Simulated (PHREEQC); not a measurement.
0.73 g of hydrous ferric oxide (600 m²/g; 0.2 weak and 0.005 strong sites per Fe, Dzombak-Morel constants, diffuse double layer) in 1 kg of water with 0.01 mol/kgw of an inert sodium salt and 0.037 mmol/kgw NaH2PO4, at 25 °C; the pH is set by adding NaOH or the inert anion's acid. Oxygen alone is held at its pressure in air (log pO2 = -0.68). The system is closed to CO2. Nothing may precipitate in this run.

Base run: PHREEQC, ion-association model, wateq4f.dat. Each further column changes one thing. The table gives surface charge σ (C/m²).

| pH | base | background salt from 0.01 to 0.001 mol/kgw | oxide from 0.73 to 3.6 g/kgw | 0.00025 mol/kgw Na2SO4 added |
|---|---|---|---|---|
| 4 | 0.211 | 0.121 | 0.226 | 0.150 |
| 4.5 | 0.155 | 0.079 | 0.167 | 0.109 |
| 5 | 0.109 | 0.050 | 0.117 | 0.074 |
| 6 | 0.047 | 0.018 | 0.050 | 0.032 |
| 6.5 | 0.028 | 0.010 | 0.030 | 0.022 |
| 7 | 0.016 | 0.005 | 0.017 | 0.014 |
| 7.5 | 0.007 | 0.002 | 0.008 | 0.007 |
| 8 | 0.000 | 0.000 | 0.001 | 0.000 |
| 9 | -0.014 | -0.005 | -0.013 | -0.014 |
| 9.5 | -0.025 | -0.009 | -0.025 | -0.026 |
| 10 | -0.041 | -0.016 | -0.041 | -0.042 |

H3PO4, which wateq4f.dat lacks, is added to it with the constant of phreeqc.dat.
